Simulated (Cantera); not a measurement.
Ignition delay

Mixture: CH4 : CO : O2 : N2 = 1 : 0.45 : 3.01 : 9.32 (molar parts), at 500000 Pa, adiabatic and at constant volume. Ignition delay is the time to a rise of 400 K.

Computed with Cantera and GRI-Mech 3.0 (53 species, 325 reactions).

| T0 (K) | delay (ms) |
|---|---|
| 1300 | 2.35 |
| 1400 | 0.713 |
| 1500 | 0.248 |
| 1600 | 0.0989 |
| 1700 | 0.0446 |
| 1800 | 0.0225 |
| 1900 | 0.0124 |
| 2000 | 0.00732 |
| 2100 | 0.00461 |

```
Item                                                    Result
--------------------------------------------------  ----------
apparent activation energy between 1900 and 2100 K  160 kJ/mol
```
